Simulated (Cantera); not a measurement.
Charge: 1 mol Si(CH₃)₄, 0.0041 mol C₃H₈, 3 mol H₂, held at 46000 Pa.

Method: chemical equilibrium by Gibbs-energy minimisation in Cantera with the NASA 1993 tables (ideal gas, pure condensed phases). Candidate condensed phases: C, C₆H₆, C₇H₈, C₈H₁₈, Si, SiC; 87 gas species. The numbers say what is thermodynamically allowed, not how fast it happens.

x: gas mole fraction; n: condensed amount in mol.

```
T (K)   x H₂     x CH₄         x H  x C₂H₂ (acetylene)    x CH₃  n C(graphite)  n SiC(s)
-----  -----  --------  ----------  ------------------  -------  -------------  --------
975    0.948    0.0519  (withheld)            5.40e-10  1.53e-9           2.57      1.00
1050   0.975    0.0250  (withheld)             4.03e-9  5.40e-9           2.79      1.00
1125   0.987    0.0129  (withheld)             2.27e-8  1.58e-8           2.90      1.00
1200   0.993   0.00716  (withheld)             1.02e-7  3.99e-8           2.95      1.00
1275   0.996   0.00423  (withheld)             3.82e-7  8.99e-8           2.97      1.00
1350   0.997   0.00264  (withheld)             1.24e-6  1.84e-7           2.99      1.00
1425   0.998   0.00173  (withheld)             3.52e-6  3.49e-7           3.00      1.00
1500   0.999   0.00118  (withheld)             9.01e-6  6.20e-7           3.00      1.00
1575   0.999  0.000835  (withheld)             2.11e-5  1.04e-6           3.00      1.00
1650   0.999  0.000610  (withheld)             4.56e-5  1.66e-6           3.01     1.000
1725   0.999  0.000459  (withheld)             9.21e-5  2.55e-6           3.01     1.000
1800   0.999  0.000353  (withheld)            0.000175  3.77e-6           3.01     1.000
1875   0.998  0.000278  (withheld)            0.000316  5.40e-6           3.00     1.000
1950   0.998  0.000223  (withheld)            0.000545  7.51e-6           3.00     1.000
```

Problem. Some entries are withheld; supply them.

Solution. 
- 975, x H: 1.64e-9
- 1050, x H: 1.18e-8
- 1125, x H: 6.51e-8
- 1200, x H: 2.90e-7
- 1275, x H: 1.08e-6
- 1350, x H: 3.51e-6
- 1425, x H: 1.00e-5
- 1500, x H: 2.59e-5
- 1575, x H: 6.12e-5
- 1650, x H: 0.000134
- 1725, x H: 0.000274
- 1800, x H: 0.000528
- 1875, x H: 0.000966
- 1950, x H: 0.00169
